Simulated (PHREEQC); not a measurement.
Consider water at 65 °C with 0.00019 mol PbCl2, 0.00091 mol HBF4 and 0.0016 mol Zn(NO3)2 per kg of water. It is in equilibrium with CO2 at log p = -3.4 (atm). Otherwise closed; pH follows from the charge balance.

The numbers come from PHREEQC with the ion-association model, wateq4f.dat.

The ionic strength comes out as 0.00630 mol/kgw. What activity coefficients do HF2-, Pb+2, BF4-, F-, Cl- get?

HF2- 0.91, Pb+2 0.70, BF4- 0.91, F- 0.91, Cl- 0.91.

No solid was allowed to form. Complexes and solids missing from the database can't appear. Away from 25 °C the constants follow the database's enthalpies or fits; those with neither stay at their 25 °C values. Real BF4- forms and hydrolyses slowly; the run takes it at equilibrium.
